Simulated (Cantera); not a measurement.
Moist CO burnout

An isothermal, constant-pressure homogeneous reactor starts with CO : O2 : H2O : N2 = 0.0019 : 0.019 : 0.0015 : 1 (molar parts), equivalence ratio 0.050, at 1300 K and 10.0 bar.

Model: GRI-Mech 3.0 (53 species, 325 reactions), integrated in Cantera.

```csv
t (s),x CO,x O2,x H2O,x NO,x O,x H2O2
8.00e-5,0.00186,0.0186,0.00147,<1e-12,5.56e-9,<1e-12
0.000215,0.00186,0.0186,0.00147,<1e-12,1.82e-8,1.82e-12
0.000576,0.00186,0.0186,0.00147,<1e-12,1.56e-7,1.02e-10
0.00155,0.00180,0.0186,0.00146,8.40e-11,4.49e-6,3.27e-8
0.00415,0.00145,0.0184,0.00146,3.11e-9,4.56e-6,3.09e-8
0.0111,0.000836,0.0181,0.00146,2.04e-8,3.00e-6,1.67e-8
0.0299,0.000243,0.0178,0.00147,6.24e-8,1.15e-6,3.91e-9
0.0803,2.03e-5,0.0177,0.00147,1.08e-7,1.85e-7,5.15e-10
0.215,4.56e-7,0.0177,0.00147,1.32e-7,2.68e-8,1.14e-10
0.578,3.37e-9,0.0177,0.00147,1.35e-7,8.26e-9,3.73e-11
1.55,6.81e-10,0.0177,0.00147,1.35e-7,7.48e-9,3.38e-11
4.16,6.81e-10,0.0177,0.00147,1.36e-7,7.48e-9,3.38e-11
11.2,6.81e-10,0.0177,0.00147,1.37e-7,7.48e-9,3.38e-11
30.0,6.81e-10,0.0177,0.00147,1.41e-7,7.48e-9,3.38e-11
```
x: mole fraction; the columns are a selection and need not sum to one.

Equilibrium at this temperature and pressure: CO 6.83e-10, O2 0.0176, H2O 0.00147, NO 0.000128, O 7.47e-9, H2O2 3.38e-11 (gas phase only).
